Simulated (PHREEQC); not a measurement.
## Leach liquor: speciation

Make-up at 25 °C: 0.0073 mol/kgw HCl and 0.012 mol/kgw NiSO4. Closed to the air; pH follows from the charge balance.

Computed with PHREEQC (ion-association model, wateq4f.dat).

No solid was allowed to form.

What pH, ionic strength does the model give?

pH 2.33; ionic strength 0.0395 mol/kgw.

In which forms is S present?

SO4-2 59 %, NiSO4 25 %, HSO4- 16 % of the S.

Complexes and solids missing from the database can't appear.
